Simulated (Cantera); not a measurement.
A freely propagating, adiabatic, planar premixed flame of CH₃OH : O₂ : N₂ : H₂O = 1 : 1.56 : 5.62 : 1.9 (molar parts), equivalence ratio 0.96, unburnt at 475 K and 1950 Torr; mixture-averaged transport, grid criteria slope 0.08 and curve 0.16, no radiation.

Model: GRI-Mech 3.0 (53 species, 325 reactions), integrated in Cantera. GRI-Mech 3.0 was tuned for natural gas; its chemistry of methanol as a main component is partial and can be far from experiment. Burning velocities carry a grid error of a few per cent, more on coarse grids.

Q: What does this change do: N2 5.62 to 4.2 parts?

A: 
```tsv
quantity	before	after
laminar burning velocity	38.2 cm/s	56.2 cm/s
thermal thickness	0.239 mm	0.178 mm
peak x(HCN)	2.27e-8	3.25e-8
peak x(C₂H₆)	1.07e-7	1.93e-7
peak x(C₂H₂)	4.72e-8	1.00e-7
```
